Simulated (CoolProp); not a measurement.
Values from CoolProp's reference Helmholtz-energy equation of state, Lemmon 2006. It is a short technical equation, of lower accuracy than the large ones.

Problem. Give the vapour pressure (kPa), liquid density (kg/m³), vapour density (kg/m³), liquid cp (kJ/(kg K)) of saturated C3F8 (R218) at -2.65, 24.75 °C.

Solution. 
```tsv
T (°C)	p (kPa)	liquid density (kg/m³)	vapour density (kg/m³)	liquid cp (kJ/(kg K))
-2.65	380	1470	36.5	1.06
24.75	862	1320	85.1	1.17
```
